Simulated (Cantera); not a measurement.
Charge: 1 mol HgO, 1.6 mol O₂, 0.33 mol H₂, at 0.190 bar.

Method: chemical equilibrium by Gibbs-energy minimisation in Cantera with the NASA 1993 tables (ideal gas, pure condensed phases). Candidate condensed phases: H₂O, Hg, HgO; 10 gas species. Rates play no part.

Which condensed phases are stable at each of these points (T (K)): 450, 600, 750, 900, 1050, 1200, 1350?


```tsv
T (K)	condensed phases	Hg condensed (%)
450	HgO(s)	100.0
600	HgO(s)	92.7
750	gas only	0.0
900	gas only	0.0
1050	gas only	0.0
1200	gas only	0.0
1350	gas only	0.0
```

From 450 K to 600 K the condensed part is HgO(s). From 750 K to 1350 K nothing is condensed.
